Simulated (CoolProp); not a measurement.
Carbon dioxide along the isobar 10400 kPa: density (kg/m³) from the reference equation and from simpler models built on Tc = 304.1 K, pc = 7377 kPa, ω = 0.224; each cubic takes its own stable root.

Model: reference Helmholtz-energy equation of state, Span 1996, in CoolProp.

| T (K) | phase | reference |
|---|---|---|
| 262.5 | liquid | 1026 |
| 270.2 | liquid | 990.6 |
| 277.9 | liquid | 952.2 |
| 285.5 | liquid | 910.0 |
| 293.2 | liquid | 860.7 |
| 300.9 | liquid | 800.9 |
| 308.5 | supercritical | 722.3 |
| 316.2 | supercritical | 595.5 |
| 323.8 | supercritical | 421.0 |

### Question
How far does each simpler model (van der Waals, Soave-Redlich-Kwong) lie from the reference over these 9 states: mean and median of the absolute difference, and the worst?

### Answer
- van der Waals: mean 27.8 %, median 32.4 %, worst -35.0 % at 262.5 K and 10400 kPa
- Soave-Redlich-Kwong: mean 12.5 %, median 11.7 %, worst -16.8 % at 316.2 K and 10400 kPa
